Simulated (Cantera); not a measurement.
Feed: 1 mol trisilylamine, 1.2 mol N₂, at 13300 Pa.

Equilibrium computed with Cantera from the NASA thermochemical tables; the gas is ideal and each condensed phase is pure. Candidate condensed phases: Si, Si₃N₄; 18 gas species. The feed counts by its element totals alone. Mutual solubility and eutectic melting of coexisting phases are not modelled. The tables' values for SiN are old estimates; treat these amounts as uncertain. Gases not in the tables: Si₂H₆ and higher silanes. Equilibrium is a limit: real reactors are often held back by kinetics, nucleation or transport.

x: gas mole fraction; n: condensed amount in mol.

```json
[
 {"T (°C)": "475", "x H₂": "1.00", "x N₂": "<1e-12", "x H": "<1e-12", "x Si": "<1e-12", "x SiH": "<1e-12", "x SiH₂": "<1e-12", "x Si₂N": "<1e-12", "n Si(s)": "0.450", "n Si₃N₄(s)": "0.850", "n Si(l)": "0"},
 {"T (°C)": "575", "x H₂": "1.00", "x N₂": "<1e-12", "x H": "…", "x Si": "<1e-12", "x SiH": "<1e-12", "x SiH₂": "<1e-12", "x Si₂N": "<1e-12", "n Si(s)": "0.450", "n Si₃N₄(s)": "0.850", "n Si(l)": "0"},
 {"T (°C)": "675", "x H₂": "1.00", "x N₂": "1.04e-11", "x H": "…", "x Si": "<1e-12", "x SiH": "<1e-12", "x SiH₂": "1.90e-11", "x Si₂N": "<1e-12", "n Si(s)": "0.450", "n Si₃N₄(s)": "0.850", "n Si(l)": "0"},
 {"T (°C)": "775", "x H₂": "1.00", "x N₂": "9.56e-10", "x H": "…", "x Si": "<1e-12", "x SiH": "<1e-12", "x SiH₂": "3.55e-10", "x Si₂N": "<1e-12", "n Si(s)": "0.450", "n Si₃N₄(s)": "0.850", "n Si(l)": "0"},
 {"T (°C)": "875", "x H₂": "1.00", "x N₂": "3.95e-8", "x H": "…", "x Si": "1.37e-12", "x SiH": "1.06e-11", "x SiH₂": "3.97e-9", "x Si₂N": "<1e-12", "n Si(s)": "0.450", "n Si₃N₄(s)": "0.850", "n Si(l)": "0"},
 {"T (°C)": "975", "x H₂": "1.000", "x N₂": "8.94e-7", "x H": "…", "x Si": "5.82e-11", "x SiH": "2.37e-10", "x SiH₂": "3.02e-8", "x Si₂N": "<1e-12", "n Si(s)": "0.450", "n Si₃N₄(s)": "0.850", "n Si(l)": "0"},
 {"T (°C)": "1075", "x H₂": "1.000", "x N₂": "1.26e-5", "x H": "…", "x Si": "1.41e-9", "x SiH": "3.32e-9", "x SiH₂": "1.69e-7", "x Si₂N": "5.92e-12", "n Si(s)": "0.450", "n Si₃N₄(s)": "0.850", "n Si(l)": "0"},
 {"T (°C)": "1175", "x H₂": "1.000", "x N₂": "0.000123", "x H": "…", "x Si": "2.19e-8", "x SiH": "3.21e-8", "x SiH₂": "7.48e-7", "x Si₂N": "2.02e-10", "n Si(s)": "0.451", "n Si₃N₄(s)": "0.850", "n Si(l)": "0"},
 {"T (°C)": "1275", "x H₂": "0.999", "x N₂": "0.000887", "x H": "…", "x Si": "2.38e-7", "x SiH": "2.30e-7", "x SiH₂": "2.72e-6", "x Si₂N": "4.34e-9", "n Si(s)": "0.456", "n Si₃N₄(s)": "0.848", "n Si(l)": "0"},
 {"T (°C)": "1375", "x H₂": "0.995", "x N₂": "0.00501", "x H": "…", "x Si": "1.93e-6", "x SiH": "1.29e-6", "x SiH₂": "8.43e-6", "x Si₂N": "6.35e-8", "n Si(s)": "0.484", "n Si₃N₄(s)": "0.839", "n Si(l)": "0"},
 {"T (°C)": "1475", "x H₂": "0.972", "x N₂": "0.0275", "x H": "…", "x Si": "1.09e-5", "x SiH": "5.23e-6", "x SiH₂": "1.99e-5", "x Si₂N": "5.85e-7", "n Si(s)": "0", "n Si₃N₄(s)": "0.786", "n Si(l)": "0.641"},
 {"T (°C)": "1575", "x H₂": "0.857", "x N₂": "0.142", "x H": "…", "x Si": "4.71e-5", "x SiH": "1.59e-5", "x SiH₂": "3.57e-5", "x Si₂N": "3.81e-6", "n Si(s)": "0", "n Si₃N₄(s)": "0.479", "n Si(l)": "1.56"},
 {"T (°C)": "1675", "x H₂": "0.723", "x N₂": "0.274", "x H": "…", "x Si": "0.000174", "x SiH": "4.16e-5", "x SiH₂": "5.67e-5", "x Si₂N": "1.36e-5", "n Si(s)": "0", "n Si₃N₄(s)": "0", "n Si(l)": "3.00"},
 {"T (°C)": "1775", "x H₂": "0.721", "x N₂": "0.273", "x H": "…", "x Si": "0.000567", "x SiH": "0.000107", "x SiH₂": "9.99e-5", "x Si₂N": "3.17e-5", "n Si(s)": "0", "n Si₃N₄(s)": "0", "n Si(l)": "2.99"}
]
```

Problem. What belongs in the gaps?

Solution. 
- 575, x H: 5.21e-11
- 675, x H: 1.44e-9
- 775, x H: 2.12e-8
- 875, x H: 1.96e-7
- 975, x H: 1.28e-6
- 1075, x H: 6.34e-6
- 1175, x H: 2.52e-5
- 1275, x H: 8.43e-5
- 1375, x H: 0.000243
- 1475, x H: 0.000617
- 1575, x H: 0.00134
- 1675, x H: 0.00263
- 1775, x H: 0.00521
